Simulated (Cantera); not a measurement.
A perfectly stirred reactor is fed with 0.340 % CH2O, 2.43 % O2, 97.2 % N2, at 1.01 bar; it is held at 900 K, and followed from long to short residence time.

Computed with Cantera and GRI-Mech 3.0 (53 species, 325 reactions).

x: mole fraction; the columns are a selection and need not sum to one.

```json
[
 {"τ (s)": "29", "x CH2O": "3.19e-5", "x O2": "0.0216", "x NO2": "2.28e-12", "x NO": "<1e-12", "x CO": "0.00134"},
 {"τ (s)": "4.4", "x CH2O": "0.000134", "x O2": "0.0222", "x NO2": "<1e-12", "x NO": "<1e-12", "x CO": "0.00237"},
 {"τ (s)": "0.67", "x CH2O": "[?]", "x O2": "0.0227", "x NO2": "<1e-12", "x NO": "<1e-12", "x CO": "[?]"},
 {"τ (s)": "0.10", "x CH2O": "0.00261", "x O2": "0.0238", "x NO2": "<1e-12", "x NO": "<1e-12", "x CO": "0.000786"},
 {"τ (s)": "0.015", "x CH2O": "0.00340", "x O2": "0.0243", "x NO2": "<1e-12", "x NO": "<1e-12", "x CO": "[?]"},
 {"τ (s)": "0.0023", "x CH2O": "0.00340", "x O2": "0.0243", "x NO2": "<1e-12", "x NO": "<1e-12", "x CO": "1.18e-7"},
 {"τ (s)": "0.00035", "x CH2O": "0.00340", "x O2": "0.0243", "x NO2": "<1e-12", "x NO": "<1e-12", "x CO": "9.44e-9"}
]
```

Fill in the missing entries.


- 0.67, x CH2O: 0.000601
- 0.67, x CO: 0.00258
- 0.015, x CO: 7.17e-6
